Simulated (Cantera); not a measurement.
Input: 1 mol NH3, 9.5 mol H2, 0.85 mol N2, held at 3300 K and 1.00 bar.

Method: chemical equilibrium by Gibbs-energy minimisation in Cantera with the NASA 1993 tables (ideal gas, pure condensed phases). Rates play no part.

Task: What is the equilibrium state?

Result: 
| Quantity | Value |
|---|---|
| x(H2) | 0.619 |
| x(H) | 0.287 |
| x(N2) | 0.0936 |
| x(N) | 2.48e-5 |
| x(NH) | 6.01e-6 |
| x(NH2) | 1.77e-6 |
| gas amount | 14.42 mol |
